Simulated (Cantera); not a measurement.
An adiabatic, constant-pressure homogeneous reactor starts with CH₄ : O₂ : N₂ : H₂O = 1 : 4.76 : 47.6 : 5.3 (molar parts), at 1100 K and 1.00 atm. Integrator tolerance rtol = 1e-08.

Model: GRI-Mech 3.0 (53 species, 325 reactions), integrated in Cantera.

### Question
What does this change do: pressure from 1.00 atm to 25.7 atm?

### Answer
```csv
quantity,before,after
temperature at 0.300 s,1103 K,1481 K
equilibrium temperature,1479 K,1480 K
x(CH₄) at 0.300 s,0.0165 (gas-phase equilibrium <1e-12),<1e-12 (gas-phase equilibrium <1e-12)
x(O₂) at 0.300 s,0.0807 (gas-phase equilibrium 0.0468),0.0470 (gas-phase equilibrium 0.0468)
x(H₂O) at 0.300 s,0.0908 (gas-phase equilibrium 0.124),0.124 (gas-phase equilibrium 0.124)
x(O) at 0.300 s,8.40e-9 (gas-phase equilibrium 6.60e-7),1.33e-7 (gas-phase equilibrium 1.31e-7)
x(C₂H₆) at 0.300 s,9.52e-5 (gas-phase equilibrium <1e-12),<1e-12 (gas-phase equilibrium <1e-12)
x(NO) at 0.300 s,<1e-12 (gas-phase equilibrium 0.000532),4.98e-8 (gas-phase equilibrium 0.000532)
x(H₂) at 0.300 s,7.09e-5 (gas-phase equilibrium 8.23e-7),1.65e-7 (gas-phase equilibrium 1.63e-7)
time of steepest temperature rise,not reached,13.7 ms
```
The pressure lies above the range GRI-Mech 3.0 was tuned for (to about 10 atm).
